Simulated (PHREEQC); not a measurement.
Dissolve 0.68 mol/kgw NH3, 0.0028 mol/kgw Na2SiO3 and 0.0047 mol/kgw (CH3)4NCl at 25 °C. Closed to the air; pH follows from the charge balance.

Model: ion-association model, phreeqc.dat, run in PHREEQC.

| quantity | before | after |
|---|---|---|
| pH | 11.69 | 11.38 |
| ionic strength (mol/kgw) | 0.0132 | 0.0130 |
| NH4+ (mol/kgw) | 0.00277 | 0.00553 |

Problem. Which change was made?
(A) NH3 replaced by (NH4)2HPO4 at the same molality
(B) temperature from 25 to 40 °C
(C) Na2SiO3 left out
(D) Na2SiO3 replaced by NaHF2 at the same molality
(E) Na2SiO3 from 0.0028 to 0.0056 mol/kgw

Solution. D, Na2SiO3 replaced by NaHF2 at the same molality

No solid was allowed to form. (CH3)4N+ isn't in the database: it is added as a free cation with an ion size of 4 Å.
